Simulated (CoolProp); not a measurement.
Propane at 298.15 K and 0.548 MPa is throttled through a valve to 0.25 MPa with no heat exchange. Each further row changes one setting.

Model: reference Helmholtz-energy equation of state, Lemmon 2009, in CoolProp.

```csv
case,temperature change (K),final density (kg/m³)
as stated,(withheld),(withheld)
outlet pressure 0.075 MPa,(withheld),(withheld)
outlet pressure 0.325 MPa,(withheld),(withheld)
```

Task: Fill in the missing entries.

Result: 
- as stated, temperature change (K): -5.6
- as stated, final density (kg/m³): 4.74
- outlet pressure 0.075 MPa, temperature change (K): -8.9
- outlet pressure 0.075 MPa, final density (kg/m³): 1.39
- outlet pressure 0.325 MPa, temperature change (K): -4.2
- outlet pressure 0.325 MPa, final density (kg/m³): 6.21
